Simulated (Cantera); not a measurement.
Input: 1 mol SiCl4, 0.13 mol C3H8, 960 mol H2, held at 1802 °C and 0.960 bar.

These are equilibrium values from Cantera (NASA tables, ideal gas, pure condensed phases), not measurements of a reactor. Candidate condensed phases: C, C6H6, C7H8, C8H18, Si, SiC; 109 gas species. Mutual solubility and eutectic melting of coexisting phases are not modelled. Gases not in the tables: Si2H6 and higher silanes. The numbers say what is thermodynamically allowed, not how fast it happens.

Base state: H2 0.993, HCl 0.00406, H 0.00271, SiH2 0.000159, Si 0.000106, SiH 5.93e-5, SiCl2 3.65e-5, CH4 2.38e-5 (mole fractions); condensed: Si(l) + SiC(s).

Q: What changes in the equilibrium state with this change: pressure from 0.960 bar to 0.130 bar?

A: 
| species | before | after |
|---|---|---|
| H2 | 0.993 | 0.988 |
| H | 0.00271 | 0.00734 |
| HCl | 0.00406 | 0.00406 |
| Si | 0.000106 | 0.000441 |
| CH4 | 2.38e-5 | 5.67e-6 |
| Si2C | 3.94e-6 | 1.64e-5 |
| Si(l), mol | 0.281 | 0 |
| SiC(s), mol | 0.350 | 0.329 |
The tables' values for SiCl are old estimates; treat these amounts as uncertain.

Q: What changes in the equilibrium state with this change: SiCl4 replaced by CH3SiH3?

A: 
| species | before | after |
|---|---|---|
| H2 | 0.993 | 0.997 |
| H | 0.00271 | 0.00271 |
| C2H2 (acetylene) | 6.32e-6 | 0.000168 |
| HCl | 0.00406 | 0 |
| SiH2 | 0.000159 | 3.10e-5 |
| SiCl2 | 3.65e-5 | 0 |
| CH4 | 2.38e-5 | 0.000123 |
| Si | 0.000106 | 2.06e-5 |
| SiH | 5.93e-5 | 1.15e-5 |
| Si(l), mol | 0.281 | 0 |
| SiC(s), mol | 0.350 | 0.937 |
The feed counts by its element totals alone.
